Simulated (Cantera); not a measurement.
A perfectly stirred reactor is fed with N₂O : O₂ = 1 : 0.05 (molar parts), at 100.0 Torr; it is held at 1275 K, and followed from long to short residence time.

Model: GRI-Mech 3.0 (53 species, 325 reactions), integrated in Cantera. GRI-Mech 3.0 was tuned for natural gas; its chemistry of N2O as a main component is partial and can be far from experiment. The mechanism lacks the step 2 NO + O2 → 2 NO2, which can matter for NO2 below about 1400 K. The temperature is held fixed by assumption; the heat of reaction is taken as removed at once.

### Question
What does this change do: temperature 1275 to 1498 K?

### Answer
```
quantity                before    after
---------------------  -------  -------
x(N₂O) at τ = 0.370 s    0.815    0.196
x(O₂) at τ = 0.370 s    0.0857    0.231
x(NO) at τ = 0.370 s    0.0127    0.121
x(O) at τ = 0.370 s    5.39e-6  6.42e-5
x(N₂) at τ = 0.370 s    0.0870    0.452
x(N₂O) at τ = 46.0 ms    0.933    0.636
x(O₂) at τ = 46.0 ms    0.0531    0.123
x(NO) at τ = 46.0 ms   0.00183   0.0526
x(O) at τ = 46.0 ms    5.42e-6  6.92e-5
x(N₂) at τ = 46.0 ms    0.0124    0.188
```
